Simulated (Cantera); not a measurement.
A closed system holds: 1 mol C3H8, 16 mol H2, 0.00027 mol O2, at 0.620 bar.

Method: chemical equilibrium by Gibbs-energy minimisation in Cantera with the NASA 1993 tables (ideal gas, pure condensed phases). Candidate condensed phases: C, C6H6, C7H8, C8H18, H2O; 110 gas species. Equilibrium is a limit: real reactors are often held back by kinetics, nucleation or transport.

log p: log10 of the partial pressure in bar; n: condensed amount in mol.

| T (K) | log p H2 | log p CH4 | log p H2O | log p CO | log p C2H6 | n C(graphite) |
|---|---|---|---|---|---|---|
| 600 | -0.29 | -0.96 | -4.71 | -11.07 | -7.86 | 0 |
| 700 | -0.29 | -0.96 | -4.71 | -8.35 | -6.99 | 0 |
| 800 | -0.29 | -0.96 | -4.72 | -6.30 | -6.33 | 0 |
| 900 | -0.27 | [?] | [?] | [?] | [?] | [?] |
| 1000 | -0.23 | -1.48 | -5.48 | -4.84 | -6.49 | 1.99 |
| 1100 | -0.22 | [?] | [?] | -4.79 | [?] | [?] |
| 1200 | -0.21 | -2.23 | -6.58 | -4.78 | -7.35 | 2.81 |

Fill in the missing entries.


- 900, log p CH4: -1.05
- 900, log p H2O: -4.97
- 900, log p CO: -5.08
- 900, log p C2H6: -6.01
- 900, n C(graphite): 0.508
- 1100, log p CH4: -1.88
- 1100, log p H2O: -6.06
- 1100, log p C2H6: -6.95
- 1100, n C(graphite): 2.58
